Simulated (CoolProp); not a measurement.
The fluid at 295.49 K and 0.144 MPa flows at 2.2 m/s in a round tube of 50 mm bore and 0.25 µm roughness, fully developed (64/Re and Nu = 3.66 if laminar; Colebrook and Gnielinski if turbulent). The same conditions are run with several fluids, on thermodynamics alone (safety and materials aside).

The numbers come from the reference Helmholtz-energy equation of state of each fluid (R404A: Lemmon 2003; R125: Lemmon 2005; nitrogen: Span 2000; dry air: Lemmon 2000; carbon dioxide: Span 1996) in CoolProp. Blends and air are pseudo-pure fits.

```csv
fluid,Reynolds number,Darcy friction factor,pressure drop (Pa/m),heat-transfer coefficient (W/(m² K)),mass flow (kg/h)
R404A,53300,0.0206,5.85,31.5,91.2
R125,61600,0.0200,6.96,35.0,112
nitrogen,10200,0.0307,2.44,15.4,25.5
dry air,10200,0.0307,2.53,15.6,26.4
carbon dioxide,19300,0.0261,3.28,17.1,40.4
```

Transport values come from each fluid's own correlations.
